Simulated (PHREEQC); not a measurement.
Solution A (0.025 mol HF, 0.017 mol (CH3)4NF and 1.3e-06 mol H4SiO4 per kg of water) is mixed with solution B (21 mmol/kgw NaHCO3 and 0.64 mmol/kgw NaF) at 45 °C; shares are by mass of water, 1 kg in all. O2 is buffered at 0.21 atm. The system is closed to CO2. Only these solids could form: Chalcedony.

Computed with PHREEQC (ion-association model, phreeqc.dat).

```csv
share of solution B,pH,SiF6-2 (mol/kgw),HCO3- (mol/kgw),HF (mol/kgw),CO2 (mol/kgw),F- (mol/kgw),H4SiO4 (mol/kgw)
0,3.13,1.30e-6,0,0.0226,0,0.0163,1.20e-12
0.1,3.23,1.17e-6,2.12e-6,0.0184,0.00210,0.0168,2.29e-12
0.2,3.36,1.04e-6,5.64e-6,0.0143,0.00419,0.0173,5.32e-12
0.3,3.52,9.10e-7,1.23e-5,0.0101,0.00628,0.0179,1.73e-11
0.4,3.77,7.80e-7,2.87e-5,0.00596,0.00837,0.0185,1.14e-10
0.5,4.27,6.41e-7,0.000115,0.00190,0.0104,0.0190,8.61e-9
0.6,5.66,5.76e-11,0.00266,7.01e-5,0.00991,0.0170,5.20e-7
0.7,6.21,5.20e-14,0.00717,1.49e-5,0.00748,0.0129,3.90e-7
0.8,6.60,0,0.0117,4.18e-6,0.00500,0.00884,2.60e-7
0.9,7.03,0,0.0162,8.15e-7,0.00253,0.00474,1.30e-7
1,8.02,0,0.0202,1.14e-8,0.000328,0.000634,0
```

(CH3)4N+ isn't in the database: it is added as a free cation with an ion size of 4 Å. At this temperature some constants are extrapolated from 25 °C, and those without enthalpy data are left unchanged. SiF6-2 is the database's only silicon fluoride.
